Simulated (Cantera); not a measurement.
Charge: 1 mol SiH4, 79 mol N2, 0.81 mol Cl2, equilibrated at 0.120 bar.

These are equilibrium values from Cantera (NASA tables, ideal gas, pure condensed phases), not measurements of a reactor. Candidate condensed phases: NH4Cl, Si, Si3N4; 28 gas species. N2 is the only nitrogen source here; it is nearly inert below about 1500 K, so the nitride shown seldom forms there in practice. Kinetics and transport are ignored. All values below are at 1025 K.

Base state: N2 0.965, HCl 0.0196, H2 0.0149, SiCl4 9.20e-5 (mole fractions); condensed: Si3N4(s).

What changes in the equilibrium state with this change: SiH4 replaced by SiCl4?


```
species         before     after
-------------  -------  --------
N2               0.965     0.978
SiCl4          9.20e-5    0.0124
Cl2              <1e-9   0.00994
HCl             0.0196         0
H2              0.0149         0
Cl             1.86e-9  0.000161
Si3N4(s), mol    0.331         0
```

What changes in the equilibrium state with this change: SiH4 replaced by Si2H6?


```tsv
species	before	after
N2	0.965	0.953
H2	0.0149	0.0269
HCl	0.0196	0.0198
SiCl4	9.20e-5	2.92e-5
Si3N4(s), mol	0.331	0.666
```
The feed counts by its element totals alone.
